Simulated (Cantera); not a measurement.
A freely propagating, adiabatic, planar premixed flame of 13.6 % CO, 17.7 % H2, 2.31 % CH4, 13.5 % O2, 50.7 % N2, 2.31 % H2O, equivalence ratio 1.5, unburnt at 650 K and 1.00 bar; mixture-averaged transport, grid criteria slope 0.08 and curve 0.16, no radiation.

Cantera simulation using GRI-Mech 3.0 (53 species, 325 reactions); the numbers are that mechanism's predictions, not measurements. Burning velocities carry a grid error of a few per cent, more on coarse grids.

### Question
Predict: laminar burning velocity; thermal thickness; peak x(HO2).

### Answer
| Quantity | Value |
|---|---|
| laminar burning velocity | 533 cm/s |
| thermal thickness | 0.295 mm |
| peak x(HO2) | 0.000257 |
